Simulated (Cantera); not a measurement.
Charge: 1 mol AlN, 22 mol H₂, 32 mol N₂, equilibrated at 10.5 Torr.

Cantera equilibrium calculation (NASA polynomials, part measured and part estimated; ideal gas, pure solids and liquids). Candidate condensed phases: Al, AlN; 13 gas species. Rates play no part.

Over these rows the condensed part is AlN(s). Partial pressures as log10 of bar:

```
T (K)  1000/T (1/K)  log p Al  log p N₂  log p H₂
-----  ------------  --------  --------  --------
1473         0.6789     -9.57     -2.08     -2.24
1548         0.6460         ?     -2.08     -2.24
1623         0.6161     -7.49     -2.08     -2.24
1698         0.5889     -6.59     -2.08     -2.24
1773         0.5640     -5.76     -2.08     -2.25
1848         0.5411     -5.00     -2.08     -2.25
```

Question: Fit log p(Al) = a + b·(1000/T) to the five rows, give the apparent enthalpy, and predict the row at 1548 K.

Answer: Means: 1000/T = 0.5978, log p = -6.882. Sxy = -0.376355, Sxx = 0.0113486, so b = -33.16 and a = -6.882 − (-33.16)×0.5978 = 12.94.
Apparent enthalpy: −19.145 × (-33.16) = 635 kJ/mol. With the condensed phases at unit activity, AlN(s) = Al(g) + 1/2 N₂(g) links this pressure to the main gases: over the six rows their terms move log p by +0.00 in all, so the slope is close to that reaction's ΔH°. The five rows lie within 0.01 of the line.
Prediction at 1548 K: 12.94 + (-33.16)×0.6460 = -8.48. The computed value is -8.48, 0.00 from the line.
